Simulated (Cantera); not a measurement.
A perfectly stirred reactor is fed with H₂ : O₂ = 0.012 : 1 (molar parts), at 20.0 Torr; it is held at 1450 K, and followed from long to short residence time.

Cantera simulation using GRI-Mech 3.0 (53 species, 325 reactions); the numbers are that mechanism's predictions, not measurements. Radical loss at walls, strong at low pressure, is not modelled.

Question: What does this change do: temperature 1450 to 900 K?

Answer: 
```
quantity                  before     after
----------------------  --------  --------
x(H₂) at τ = 1.10 s      1.89e-5  0.000389
x(O₂) at τ = 1.10 s        0.986     0.988
x(OH) at τ = 1.10 s     0.000771   6.30e-5
x(H₂O) at τ = 1.10 s      0.0115    0.0115
x(H₂O₂) at τ = 1.10 s    9.04e-9   8.19e-8
x(H₂) at τ = 42.0 ms    0.000115   0.00205
x(O₂) at τ = 42.0 ms       0.980     0.987
x(OH) at τ = 42.0 ms     0.00157  0.000268
x(H₂O) at τ = 42.0 ms     0.0109   0.00964
x(H₂O₂) at τ = 42.0 ms   1.77e-8   2.29e-7
```
Below about 950 K walls govern HO2 and H2O2 in real vessels.

Question: What does this change do: 0.017 parts H2O added?

Answer: 
| quantity | before | after |
|---|---|---|
| x(H₂) at τ = 1.10 s | 1.89e-5 | 2.55e-5 |
| x(O₂) at τ = 1.10 s | 0.986 | 0.970 |
| x(OH) at τ = 1.10 s | 0.000771 | 0.000970 |
| x(H₂O) at τ = 1.10 s | 0.0115 | 0.0278 |
| x(H₂O₂) at τ = 1.10 s | 9.04e-9 | 1.35e-8 |
| x(H₂) at τ = 42.0 ms | 0.000115 | 0.000153 |
| x(O₂) at τ = 42.0 ms | 0.980 | 0.964 |
| x(OH) at τ = 42.0 ms | 0.00157 | 0.00214 |
| x(H₂O) at τ = 42.0 ms | 0.0109 | 0.0269 |
| x(H₂O₂) at τ = 42.0 ms | 1.77e-8 | 2.97e-8 |

Question: What does this change do: O2 1 to 0.65 parts?

Answer: 
| quantity | before | after |
|---|---|---|
| x(H₂) at τ = 1.10 s | 1.89e-5 | 2.88e-5 |
| x(O₂) at τ = 1.10 s | 0.986 | 0.979 |
| x(OH) at τ = 1.10 s | 0.000771 | 0.00101 |
| x(H₂O) at τ = 1.10 s | 0.0115 | 0.0177 |
| x(H₂O₂) at τ = 1.10 s | 9.04e-9 | 1.31e-8 |
| x(H₂) at τ = 42.0 ms | 0.000115 | 0.000168 |
| x(O₂) at τ = 42.0 ms | 0.980 | 0.970 |
| x(OH) at τ = 42.0 ms | 0.00157 | 0.00221 |
| x(H₂O) at τ = 42.0 ms | 0.0109 | 0.0167 |
| x(H₂O₂) at τ = 42.0 ms | 1.77e-8 | 2.67e-8 |
